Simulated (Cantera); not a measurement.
A perfectly stirred reactor is fed with CH4 : C2H6 : O2 : N2 : H2O = 1 : 0.06 : 4.33 : 16.3 : 2.4 (molar parts), equivalence ratio 0.51, at 5.00 bar; it is adiabatic with a 523 K inlet, and is followed from long to short residence time, starting on the burning branch (τ in s: 0.031, 0.012, 0.0045, 0.0017, 0.00064, 0.00024, 9.2e-05, 3.5e-05, 1.3e-05).

Computed with Cantera and GRI-Mech 3.0 (53 species, 325 reactions).

Q: What does this change do: inlet temperature 523 to 775 K?

A: 
| quantity | before | after |
|---|---|---|
| blow-out, bracketed by the residence times tried | burning at 4.50 ms, out at 1.70 ms | burning at 0.240 ms, out at 92.0 µs |
| x(CH4) at τ = 31.0 ms | 4.14e-5 | 1.25e-5 |
| x(C2H6) at τ = 31.0 ms | 6.12e-7 | 1.59e-7 |
| x(O2) at τ = 31.0 ms | 0.0881 | 0.0878 |
| x(CO2) at τ = 31.0 ms | 0.0459 | 0.0462 |
| x(HCN) at τ = 31.0 ms | 1.16e-9 | 2.83e-9 |
| x(CH4) at τ = 0.640 ms | 0.0415 | 0.000206 |
| x(C2H6) at τ = 0.640 ms | 0.00249 | 3.31e-6 |
| x(O2) at τ = 0.640 ms | 0.180 | 0.0896 |
| x(CO2) at τ = 0.640 ms | <1e-12 | 0.0429 |
| x(HCN) at τ = 0.640 ms | <1e-12 | 2.18e-8 |
